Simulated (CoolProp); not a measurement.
R1132(E) along the isobar 6.5 MPa: Z from the reference equation and from simpler models built on Tc = 75.7 °C, pc = 5.174 MPa, ω = 0.245; each cubic takes its own stable root.

Computed with CoolProp (reference Helmholtz-energy equation of state, Akasaka 2024).

| T (°C) | phase | reference | van der Waals | Soave-Redlich-Kwong | Peng-Robinson |
|---|---|---|---|---|---|
| 53.05 | liquid | 0.1841 | 0.2892 | 0.2159 | 0.1920 |
| 59.75 | liquid | 0.1883 | 0.2935 | 0.2239 | 0.1997 |
| 66.45 | liquid | [?] | 0.2997 | 0.2354 | 0.2107 |
| 73.15 | liquid | 0.2050 | 0.3088 | [?] | 0.2279 |
| 79.95 | supercritical | 0.2258 | [?] | 0.2846 | 0.2593 |
| 86.65 | supercritical | 0.2979 | 0.3460 | 0.3576 | 0.3334 |
| 93.35 | supercritical | 0.4332 | 0.3908 | 0.4714 | 0.4438 |
| 100.05 | supercritical | 0.5181 | 0.4666 | 0.5473 | 0.5173 |
| 106.75 | supercritical | 0.5754 | 0.5317 | 0.6006 | 0.5698 |
| 113.45 | supercritical | 0.6191 | 0.5785 | 0.6420 | 0.6110 |
| 120.15 | supercritical | 0.6546 | 0.6147 | 0.6761 | 0.6450 |
| 126.85 | supercritical | [?] | 0.6444 | 0.7050 | 0.6740 |

Some entries are withheld; supply them.


- 66.45, reference: 0.1947
- 73.15, Soave-Redlich-Kwong: 0.2530
- 79.95, van der Waals: 0.3229
- 126.85, reference: 0.6845
